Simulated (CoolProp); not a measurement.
Vapour-liquid equilibrium of n-butane (1) + cyclohexane (2) at 331.1 K; x and y are mole fractions of (1).

Values from CoolProp's multi-fluid Helmholtz-energy mixture model, Bücker 2006 and Zhou 2014; pair parameters Bell 2016.

| x | bubble pressure (bar) | y at the bubble point | dew pressure at overall composition x (bar) | liquid density (mol/L) |
|---|---|---|---|---|
| 0.05 | 0.6830 | … | 0.5064 | 8.862 |
| 0.15 | … | 0.635 | 0.5596 | 8.942 |
| 0.25 | 1.681 | 0.778 | 0.6253 | 9.015 |
| 0.35 | 2.254 | 0.855 | 0.7088 | 9.080 |
| 0.45 | 2.845 | 0.901 | 0.8183 | 9.135 |
| 0.55 | 3.435 | 0.931 | 0.9687 | 9.179 |
| 0.65 | 4.016 | 0.953 | 1.189 | 9.208 |
| 0.75 | … | 0.969 | 1.542 | 9.221 |
| 0.85 | 5.160 | 0.982 | 2.208 | 9.214 |
| 0.95 | 5.754 | 0.994 | 3.928 | 9.180 |

What belongs in the gaps?


- 0.05, y at the bubble point: 0.322
- 0.15, bubble pressure (bar): 1.148
- 0.75, bubble pressure (bar): 4.587

No azeotrope shows between x = 0.05 and 0.95.

Pair parameters are fitted to limited data, so mixtures are less certain than the pure fluids.
